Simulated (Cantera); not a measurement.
Input: 1 mol Si₃N₄, 2.2 mol HCl, 4.8 mol N₂, equilibrated at 750 K and 6.15 Torr.

These are equilibrium values from Cantera (NASA tables, ideal gas, pure condensed phases), not measurements of a reactor. Candidate condensed phases: NH₄Cl, Si, Si₃N₄; 28 gas species. Rates play no part.

Base state: N₂ 0.720, HCl 0.165, H₂ 0.0767, SiCl₄ 0.0383 (mole fractions); condensed: Si₃N₄(s).

**Question.** What changes in the equilibrium state with this change: temperature from 750 K to 1373.15 K?

**Answer.** 
```json
[
 {"species": "N₂", "before": "0.720", "after": "0.706"},
 {"species": "HCl", "before": "0.165", "after": "0.203"},
 {"species": "H₂", "before": "0.0767", "after": "0.0547"},
 {"species": "SiCl₄", "before": "0.0383", "after": "0.0150"},
 {"species": "SiCl₂", "before": "<1e-9", "after": "0.0142"},
 {"species": "SiCl₃", "before": "7.59e-8", "after": "0.00680"},
 {"species": "Cl", "before": "<1e-9", "after": "2.65e-5"},
 {"species": "SiHCl₃", "before": "8.07e-6", "after": "0.000257"},
 {"species": "Si₃N₄(s), mol", "before": "0.912", "after": "0.915"}
]
```
The tables' values for SiCl₃ are old estimates; treat these amounts as uncertain.
